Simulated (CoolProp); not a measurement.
Vapour-liquid equilibrium of carbon dioxide (1) + propane (2) at 10.1 bar; x and y are mole fractions of (1).

Model: multi-fluid Helmholtz-energy mixture model, Span 1996 and Lemmon 2009; pair parameters Kunz 2012, in CoolProp.

```json
[
 {"x": "0.05", "bubble temperature, mixture model (°C)": "14.1", "bubble temperature, Raoult's law (°C)": "17.4", "y, mixture model": "0.285", "y, Raoult's law": "0.266"},
 {"x": "0.125", "bubble temperature, mixture model (°C)": "-2.3", "bubble temperature, Raoult's law (°C)": "6.2", "y, mixture model": "0.567", "y, Raoult's law": "0.506"},
 {"x": "0.2", "bubble temperature, mixture model (°C)": "-13.9", "bubble temperature, Raoult's law (°C)": "-2.3", "y, mixture model": "0.716", "y, Raoult's law": "0.650"},
 {"x": "0.275", "bubble temperature, mixture model (°C)": "-21.8", "bubble temperature, Raoult's law (°C)": "-8.9", "y, mixture model": "0.796", "y, Raoult's law": "0.743"},
 {"x": "0.35", "bubble temperature, mixture model (°C)": "-27.0", "bubble temperature, Raoult's law (°C)": "-14.4", "y, mixture model": "0.841", "y, Raoult's law": "0.808"},
 {"x": "0.425", "bubble temperature, mixture model (°C)": "-30.3", "bubble temperature, Raoult's law (°C)": "-19.0", "y, mixture model": "0.868", "y, Raoult's law": "0.856"},
 {"x": "0.5", "bubble temperature, mixture model (°C)": "-32.6", "bubble temperature, Raoult's law (°C)": "-22.9", "y, mixture model": "0.886", "y, Raoult's law": "0.891"},
 {"x": "0.575", "bubble temperature, mixture model (°C)": "-34.1", "bubble temperature, Raoult's law (°C)": "-26.3", "y, mixture model": "0.898", "y, Raoult's law": "0.919"},
 {"x": "0.65", "bubble temperature, mixture model (°C)": "-35.3", "bubble temperature, Raoult's law (°C)": "-29.3", "y, mixture model": "0.909", "y, Raoult's law": "0.940"},
 {"x": "0.725", "bubble temperature, mixture model (°C)": "-36.3", "bubble temperature, Raoult's law (°C)": "-32.0", "y, mixture model": "0.919", "y, Raoult's law": "0.958"},
 {"x": "0.8", "bubble temperature, mixture model (°C)": "-37.2", "bubble temperature, Raoult's law (°C)": "-34.4", "y, mixture model": "0.931", "y, Raoult's law": "0.972"},
 {"x": "0.875", "bubble temperature, mixture model (°C)": "-38.2", "bubble temperature, Raoult's law (°C)": "-36.6", "y, mixture model": "0.948", "y, Raoult's law": "0.984"},
 {"x": "0.95", "bubble temperature, mixture model (°C)": "-39.2", "bubble temperature, Raoult's law (°C)": "-38.6", "y, mixture model": "0.974", "y, Raoult's law": "0.994"}
]
```

The largest gap from Raoult's law is -12.9 K in bubble temperature, at x = 0.275. No azeotrope shows between x = 0.05 and 0.95.

The pair parameters rest on a limited set of measurements; away from them the model extrapolates. With so large a gap from Raoult's law the liquid may split in two, which this calculation doesn't test in full.
